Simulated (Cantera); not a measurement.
Mixture: CH₃OH : O₂ : N₂ = 1 : 1.58 : 5.94 (molar parts), at 85000 Pa, adiabatic and at constant volume. Ignition delay is the time to a rise of 400 K.

Cantera simulation using GRI-Mech 3.0 (53 species, 325 reactions); the numbers are that mechanism's predictions, not measurements. GRI-Mech 3.0 was tuned for natural gas; its chemistry of methanol as a main component is partial and can be far from experiment.

Problem. What does this change do: CH3OH 1 to 0.67 parts?

Solution. 
```json
[
 {"quantity": "delay at 1100 K", "before": "66.6 ms", "after": "72.5 ms"},
 {"quantity": "delay at 1150 K", "before": "25.8 ms", "after": "28.2 ms"},
 {"quantity": "delay at 1200 K", "before": "10.9 ms", "after": "11.9 ms"},
 {"quantity": "delay at 1250 K", "before": "4.94 ms", "after": "5.42 ms"},
 {"quantity": "delay at 1300 K", "before": "2.40 ms", "after": "2.65 ms"},
 {"quantity": "delay at 1350 K", "before": "1.24 ms", "after": "1.38 ms"},
 {"quantity": "apparent activation energy between 1250 and 1350 K", "before": "190 kJ/mol", "after": "190 kJ/mol"}
]
```

Problem. What does this change do: N2 5.94 to 7.5 parts?

Solution. 
```json
[
 {"quantity": "delay at 1100 K", "before": "66.6 ms", "after": "70.4 ms"},
 {"quantity": "delay at 1150 K", "before": "25.8 ms", "after": "27.3 ms"},
 {"quantity": "delay at 1200 K", "before": "10.9 ms", "after": "11.5 ms"},
 {"quantity": "delay at 1250 K", "before": "4.94 ms", "after": "5.24 ms"},
 {"quantity": "delay at 1300 K", "before": "2.40 ms", "after": "2.56 ms"},
 {"quantity": "delay at 1350 K", "before": "1.24 ms", "after": "1.33 ms"},
 {"quantity": "apparent activation energy between 1250 and 1350 K", "before": "190 kJ/mol", "after": "190 kJ/mol"}
]
```
